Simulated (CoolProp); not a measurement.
Properties of R22 along the isotherm 140.05 °C.

The numbers come from the reference Helmholtz-energy equation of state, Kamei 1995 in CoolProp.

```csv
p (bar),phase,density (kg/m³),Joule-Thomson coefficient (K/MPa),isothermal compressibility (1/MPa),expansivity (1/kK),Prandtl number,fugacity coefficient
1.92,gas,4.876,8.494,5.256,2.498,0.740,0.9911
3.84,gas,9.843,8.536,2.653,2.580,0.745,0.9822
5.76,gas,14.90,8.578,1.786,2.666,0.750,0.9733
7.68,gas,20.06,8.620,1.353,2.756,0.756,0.9645
9.6,gas,25.33,8.663,1.093,2.851,0.762,0.9557
11.5,gas,30.64,8.705,0.9224,2.949,0.767,0.9470
13.4,gas,36.07,8.748,0.8003,3.052,0.774,0.9383
15.4,gas,41.91,8.792,0.7047,3.167,0.780,0.9292
17.3,gas,47.58,8.834,0.6347,3.281,0.787,0.9206
19.2,gas,53.39,8.876,0.5788,3.403,0.794,0.9120
21.1,gas,59.33,8.918,0.5333,3.531,0.801,0.9035
23,gas,65.42,8.959,0.4956,3.666,0.809,0.8950
25,gas,71.99,9.002,0.4624,3.817,0.818,0.8860
```

Viscosity comes from a separate model (Bell 2016), an estimate that may be off by 10 % or more. Thermal conductivity comes from a separate model (McLinden 2000), an estimate that may be off by 10 % or more.
